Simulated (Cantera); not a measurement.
Premixed flame

A freely propagating, adiabatic, planar premixed flame of 30.9 % H₂, 11.9 % O₂, 57.2 % N₂, unburnt at 325 K and 100.0 Torr; mixture-averaged transport, grid criteria slope 0.08 and curve 0.16, no radiation.

Cantera simulation using the H2/O2 subset of GRI-Mech 3.0, which has no nitrogen chemistry; the numbers are that mechanism's predictions, not measurements. Burning velocities carry a grid error of a few per cent, more on coarse grids.

| z (mm) | T (K) | u (m/s) | x H₂ | x O₂ | x OH | x H | x H₂O | x O |
|---|---|---|---|---|---|---|---|---|
| -16.2 | 325 | 2.08 | 0.309 | 0.119 | <1e-8 | <1e-8 | <1e-8 | <1e-8 |
| -10.8 | 325 | 2.08 | 0.309 | 0.119 | <1e-8 | <1e-8 | <1e-8 | <1e-8 |
| -8.11 | 325 | 2.08 | 0.309 | 0.119 | <1e-8 | <1e-8 | <1e-8 | <1e-8 |
| -5.41 | 325 | 2.08 | 0.309 | 0.119 | <1e-8 | <1e-8 | <1e-8 | <1e-8 |
| -2.70 | 328 | 2.10 | 0.308 | 0.119 | 2.89e-6 | 2.75e-6 | 4.58e-5 | 3.49e-7 |
| -1.35 | 554 | 3.47 | 0.278 | 0.114 | 0.000650 | 0.00507 | 0.0160 | 8.82e-5 |
| 0 | 989 | 6.00 | 0.173 | 0.0795 | 0.00132 | 0.0451 | 0.0956 | 0.00322 |
| 1.35 | 1263 | 7.59 | 0.0790 | 0.0234 | 0.00387 | 0.0783 | 0.199 | 0.00654 |
| 2.70 | 1375 | 8.21 | 0.0642 | 0.0115 | 0.00511 | 0.0774 | 0.222 | 0.00605 |
| 5.41 | 1492 | 8.85 | 0.0664 | 0.00883 | 0.00633 | 0.0662 | 0.228 | 0.00549 |
| 10.8 | 1619 | 9.51 | 0.0701 | 0.00696 | 0.00731 | 0.0530 | 0.234 | 0.00456 |
| 21.6 | 1746 | 10.2 | 0.0727 | 0.00499 | 0.00771 | 0.0401 | 0.242 | 0.00335 |
| 43.3 | 1864 | 10.8 | 0.0743 | 0.00313 | 0.00727 | 0.0285 | 0.249 | 0.00212 |
x: mole fraction of selected species; z is measured from the peak of heat release.

The laminar burning velocity comes out as 208 cm/s and the thermal thickness comes out as 5.41 mm. The peak x(OH) is 0.00771. The peak x(H) is 0.0799, the peak x(O) is 0.00655 and the grid points is 145.
